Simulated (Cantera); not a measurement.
Feed: 1 mol Si, 0.064 mol N2O, 32 mol H2, held at 2.60 mbar.

Method: chemical equilibrium by Gibbs-energy minimisation in Cantera with the NASA 1993 tables (ideal gas, pure condensed phases). Candidate condensed phases: H2O, Si, SiO2, Si2N2O, Si3N4; 35 gas species. Mutual solubility and eutectic melting of coexisting phases are not modelled. Gases not in the tables: Si2H6 and higher silanes. Kinetics and transport are ignored.

Problem. Which condensed phases are stable at each of these points (T (K)): 900, 1000, 1100, 1200, 1300, 1400, 1500, 1600, 1700, 1800, 1900, 2000, 2100, 2200?

Solution. 
```csv
T (K),condensed phases,Si condensed (%)
900,Si(s) + Si2N2O(s),100.0
1000,Si(s) + Si2N2O(s),100.0
1100,Si(s) + Si2N2O(s),100.0
1200,Si(s) + Si2N2O(s),100.0
1300,Si(s) + Si2N2O(s),100.0
1400,Si(s) + Si2N2O(s),99.3
1500,Si(s),93.6
1600,Si(s),93.4
1700,Si(l),92.6
1800,Si(l),89.3
1900,Si(l),76.6
2000,Si(l),34.1
2100,gas only,0.0
2200,gas only,0.0
```

From 900 K to 1400 K the condensed part is Si(s) + Si2N2O(s). From 1500 K to 1600 K the condensed part is Si(s). From 1700 K to 2000 K the condensed part is Si(l). From 2100 K to 2200 K nothing is condensed.
